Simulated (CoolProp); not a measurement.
A simple Rankine cycle with R236EA: condensing at 313.15 K, boiler at 2.73 MPa, turbine inlet 405.5 K, turbine efficiency 0.8, pump efficiency 0.6, no recuperator. Each further row changes one setting.

Values from CoolProp's reference Helmholtz-energy equation of state, Rui 2013.

```json
[
 {"case": "as stated", "thermal efficiency (%)": "11.9", "net work (kJ/kg)": "23.7", "heat in (kJ/kg)": "200", "turbine exit temperature (K)": "343.5", "volume ratio over the turbine": "11.1"},
 {"case": "condensing temperature 305.15 K", "thermal efficiency (%)": "12.9", "net work (kJ/kg)": "27.1", "heat in (kJ/kg)": "210", "turbine exit temperature (K)": "338.6", "volume ratio over the turbine": "14.3"},
 {"case": "boiler pressure 1.91 MPa", "thermal efficiency (%)": "10.6", "net work (kJ/kg)": "23.0", "heat in (kJ/kg)": "218", "turbine exit temperature (K)": "362.5", "volume ratio over the turbine": "6.34"},
 {"case": "turbine efficiency 0.7", "thermal efficiency (%)": "10.2", "net work (kJ/kg)": "20.4", "heat in (kJ/kg)": "200", "turbine exit temperature (K)": "346.9", "volume ratio over the turbine": "11.2"}
]
```
